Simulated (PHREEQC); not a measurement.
**Acid mine or pickling water: an equilibrium model**

Model water analysis in mg/L, 25 °C, pH 2.61, pe 8.1: Na 234; K 11.3; Ca 10.6; Mg 40.3; Cl 82.9; S(6) as SO4 836; Cd 1.28; Zn 0.179.

Valence states are taken as typed.

Computed with PHREEQC (ion-association model, phreeqc.dat).

Each row changes one thing in this solution. Precipitation was switched off in this run.

| case | ionic strength (mol/kgw) | SO4-2 (mol/kgw) | Mg+2 (mol/kgw) | HSO4- (mol/kgw) | MgSO4 (mol/kgw) | Ca+2 (mol/kgw) | SI of Gypsum (CaSO4:2H2O) | SI of Halite (NaCl) |
|---|---|---|---|---|---|---|---|---|
| as made | 0.0246 | 0.00683 | 0.00110 | 0.00105 | 0.000556 | 0.000191 | -1.81 | -6.33 |
| Mg from 40.3 to 121 mg/L | 0.0278 | … | 0.00350 | 0.000916 | 0.00148 | 0.000200 | -1.87 | -6.34 |
| temperature from 25 to 60 °C at the same typed pH | 0.0222 | 0.00563 | 0.000872 | 0.00202 | 0.000788 | … | -1.84 | -6.36 |
| all concentrations times 3 at the same typed pH | 0.0680 | 0.0198 | 0.00268 | 0.00248 | 0.00232 | 0.000483 | -1.18 | -5.45 |

### Question
Complete the blanks.

### Answer

- Mg from 40.3 to 121 mg/L, SO4-2 (mol/kgw): 0.00608
- temperature from 25 to 60 °C at the same typed pH, Ca+2 (mol/kgw): 0.000190

At this temperature some constants are extrapolated from 25 °C, and those without enthalpy data are left unchanged.
